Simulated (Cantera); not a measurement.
# Stirred combustor or abatement burner

A perfectly stirred reactor is fed with 4.36 % CH4, 0.244 % CO, 17.7 % O2, 77.7 % N2, equivalence ratio 0.50, at 10.0 bar; it is adiabatic with a 750 K inlet, and is followed from long to short residence time, starting on the burning branch (τ in s: 0.029, 0.013, 0.0055, 0.0024, 0.001, 0.00044, 0.00019, 8.3e-05, 3.6e-05, 1.6e-05).

Computed with Cantera and GRI-Mech 3.0 (53 species, 325 reactions).

```json
[
 {"τ (s)": "0.029", "T (K)": "1742", "x CH4": "1.26e-5", "x CO": "0.000167", "x O2": "0.0888", "x C2H4": "1.01e-8", "x HCO": "4.53e-9", "x H2": "1.25e-5", "x NO": "4.62e-6"},
 {"τ (s)": "0.013", "T (K)": "1740", "x CH4": "2.29e-5", "x CO": "0.000309", "x O2": "0.0889", "x C2H4": "2.86e-8", "x HCO": "1.00e-8", "x H2": "2.09e-5", "x NO": "3.91e-6"},
 {"τ (s)": "0.0055", "T (K)": "1737", "x CH4": "4.29e-5", "x CO": "0.000593", "x O2": "0.0890", "x C2H4": "8.04e-8", "x HCO": "2.37e-8", "x H2": "3.75e-5", "x NO": "3.55e-6"},
 {"τ (s)": "0.0024", "T (K)": "1731", "x CH4": "7.91e-5", "x CO": "0.00112", "x O2": "0.0893", "x C2H4": "2.08e-7", "x HCO": "5.49e-8", "x H2": "6.77e-5", "x NO": "3.24e-6"},
 {"τ (s)": "0.0010", "T (K)": "1720", "x CH4": "0.000156", "x CO": "0.00222", "x O2": "0.0900", "x C2H4": "5.78e-7", "x HCO": "1.35e-7", "x H2": "0.000131", "x NO": "2.68e-6"},
 {"τ (s)": "0.00044", "T (K)": "1697", "x CH4": "0.000330", "x CO": "0.00453", "x O2": "0.0915", "x C2H4": "1.79e-6", "x HCO": "3.17e-7", "x H2": "0.000260", "x NO": "1.78e-6"},
 {"τ (s)": "0.00019", "T (K)": "750", "x CH4": "0.0436", "x CO": "0.00244", "x O2": "0.177", "x C2H4": "<1e-12", "x HCO": "<1e-12", "x H2": "<1e-12", "x NO": "<1e-12"},
 {"τ (s)": "8.3e-5", "T (K)": "750", "x CH4": "0.0436", "x CO": "0.00244", "x O2": "0.177", "x C2H4": "<1e-12", "x HCO": "<1e-12", "x H2": "<1e-12", "x NO": "<1e-12"},
 {"τ (s)": "3.6e-5", "T (K)": "750", "x CH4": "0.0436", "x CO": "0.00244", "x O2": "0.177", "x C2H4": "<1e-12", "x HCO": "<1e-12", "x H2": "<1e-12", "x NO": "<1e-12"},
 {"τ (s)": "1.6e-5", "T (K)": "750", "x CH4": "0.0436", "x CO": "0.00244", "x O2": "0.177", "x C2H4": "<1e-12", "x HCO": "<1e-12", "x H2": "<1e-12", "x NO": "<1e-12"}
]
```
x: mole fraction; the columns are a selection and need not sum to one.
